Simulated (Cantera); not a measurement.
An adiabatic, constant-pressure homogeneous reactor starts with CO : H₂ : O₂ : N₂ = 1 : 0.79 : 0.932 : 3.51 (molar parts), equivalence ratio 0.96, at 1750 K and 1.00 bar. Integrator tolerance rtol = 1e-08.

Detailed kinetics in Cantera: GRI-Mech 3.0 (53 species, 325 reactions).

### Question
What does this change do: N2 3.51 to 7.8 parts?

### Answer
| quantity | before | after |
|---|---|---|
| time of steepest temperature rise | 8.86 µs | 15.0 µs |
| temperature at 3.00 s | 2842 K | 2610 K |
| equilibrium temperature | 2842 K | 2610 K |
| x(CO) at 3.00 s | 0.0838 (gas-phase equilibrium 0.0838) | 0.0340 (gas-phase equilibrium 0.0340) |
| x(H₂) at 3.00 s | 0.0139 (gas-phase equilibrium 0.0139) | 0.00535 (gas-phase equilibrium 0.00535) |
| x(O₂) at 3.00 s | 0.0383 (gas-phase equilibrium 0.0383) | 0.0165 (gas-phase equilibrium 0.0165) |
| x(NO) at 3.00 s | 0.0146 (gas-phase equilibrium 0.0146) | 0.00777 (gas-phase equilibrium 0.00777) |
| x(HO₂) at 3.00 s | 8.97e-6 (gas-phase equilibrium 8.97e-6) | 2.31e-6 (gas-phase equilibrium 2.31e-6) |

### Question
What does this change do: O2 0.932 to 0.34 parts?

### Answer
```csv
quantity,before,after
time of steepest temperature rise,8.86 µs,14.9 µs
temperature at 3.00 s,2842 K,2542 K
equilibrium temperature,2842 K,2542 K
x(CO) at 3.00 s,0.0838 (gas-phase equilibrium 0.0838),0.151 (gas-phase equilibrium 0.151)
x(H₂) at 3.00 s,0.0139 (gas-phase equilibrium 0.0139),0.0563 (gas-phase equilibrium 0.0563)
x(O₂) at 3.00 s,0.0383 (gas-phase equilibrium 0.0383),0.000128 (gas-phase equilibrium 0.000128)
x(NO) at 3.00 s,0.0146 (gas-phase equilibrium 0.0146),0.000561 (gas-phase equilibrium 0.000561)
x(HO₂) at 3.00 s,8.97e-6 (gas-phase equilibrium 8.97e-6),5.77e-8 (gas-phase equilibrium 5.77e-8)
```
